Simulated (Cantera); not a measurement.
Cantera run:

```python
import numpy as np
import cantera as ct

gas_names = [...]  # 151 gases of nasa_gas.yaml made of C, H, N, O, Si
cond_names = """
    C(gr) C6H6(L) C7H8(L) C8H18(L),n-octa H2O(s) H2O(L) Si(cr) Si(L) SiC(b) SiO2(Lqz) SiO2(hqz) SiO2(L)
    Si2N2O(s) Si3N4(a)
""".split()


# ... load() reads the species with a 1 bar reference pressure and builds the phases ...
atoms = {
    'TEOS': {'Si': 1, 'C': 8, 'H': 20, 'O': 4},
    'H2O': {'H': 2, 'O': 1},
    'N2': {'N': 2},
}
top_T = {'C(gr)': 4500, 'SiC(b)': 3050, 'Si2N2O(s)': 2100, 'Si3N4(a)': 2400}  # K; cautious upper limits of use, not melting points


# ... equilibrate(T, P, feed) seeds the gas with the atoms and calls Mixture.equilibrate('TP', solver="vcs", rtol=1e-11, max_steps=5000) ...
results = []
feed = {'TEOS': 1, 'H2O': 28, 'N2': 140}  # mol
P = 1000  # Pa
for T in [823, 873, 923, 973, 1023, 1073, 1123, 1173, 1223, 1273, 1323, 1373]:
    mix = equilibrate(T, P, feed)
    results.append((T, P, feed, dict(zip(mix.species_names, mix.species_moles))))

top = {s: max(r[3][s] / sum(r[3][g] for g in gas_names) for r in results) for s in gas_names}
cols = sorted((s for s in top if top[s] > 1e-05), key=lambda s: -top[s])[:5]
seen = [c for c in cond_names if any(r[3].get(c, 0) > 1e-12 for r in results)]
print("log10 of partial pressures in bar; condensed amounts in mol")
print(f"{'T/K':>10s}" + "".join(f"{s[:9]:>10s}" for s in cols + seen))
for T, P, feed, n in results:
    ng = sum(n[g] for g in gas_names)
    print(f"{T:10.4g}" + "".join(f"{np.log10(max(n[s] / ng * P / 1e5, 1e-99)):10.3f}" for s in cols)
          + "".join(f"{n.get(c, 0):10.4g}" for c in seen))
```

It prints:

```
log10 of partial pressures in bar; condensed amounts in mol
       T/K        N2        H2       H2O       CO2        CO SiO2(Lqz) SiO2(hqz)
       823    -2.123    -2.931    -3.061    -3.504    -3.932         1         0
       873    -2.123    -2.939    -3.049    -3.538    -3.854         0         1
       923    -2.123    -2.948    -3.039    -3.572    -3.791         0         1
       973    -2.123    -2.955    -3.029    -3.606    -3.739         0         1
      1023    -2.123    -2.963    -3.021    -3.639    -3.698         0         1
      1073    -2.123    -2.969    -3.013    -3.672    -3.663         0         1
      1123    -2.123    -2.975    -3.007    -3.704    -3.634         0         1
      1173    -2.123    -2.981    -3.001    -3.734    -3.610         0         1
      1223    -2.123    -2.986    -2.996    -3.763    -3.589         0         1
      1273    -2.123    -2.991    -2.991    -3.791    -3.571         0         1
      1323    -2.123    -2.995    -2.987    -3.817    -3.556         0         1
      1373    -2.123    -2.998    -2.983    -3.842    -3.543         0         1
```

Cantera equilibrium calculation (NASA polynomials, part measured and part estimated; ideal gas, pure solids and liquids). The feed counts by its element totals alone. The tables hold silica as quartz up to 1696 K and as liquid above; real silica turns to tridymite and cristobalite and melts near 1996 K.
